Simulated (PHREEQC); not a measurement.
1.3 g of hydrous ferric oxide (600 m²/g; 0.2 weak and 0.005 strong sites per Fe, Dzombak-Morel constants, diffuse double layer) in 1 kg of water with 0.005 mol/kgw of an inert sodium salt, at 25 °C; the pH is set by adding NaOH or the inert anion's acid. Oxygen is held at 0.21 atm. The system is closed to CO2. Nothing may precipitate in this run.

Computed with PHREEQC (ion-association model, wateq4f.dat).

```csv
pH,surface charge σ (C/m²),surface potential ψ (mV)
3,0.310,212
3.5,0.251,205
4,0.189,192
4.5,0.135,176
5,0.092,158
5.5,0.061,137
6,0.038,114
6.5,0.023,88
7,0.013,62
7.5,0.006,34
8,0.001,6
8.5,-0.004,-22
9,-0.009,-50
```

The oxide is taken as insoluble; below pH 4 it would dissolve.
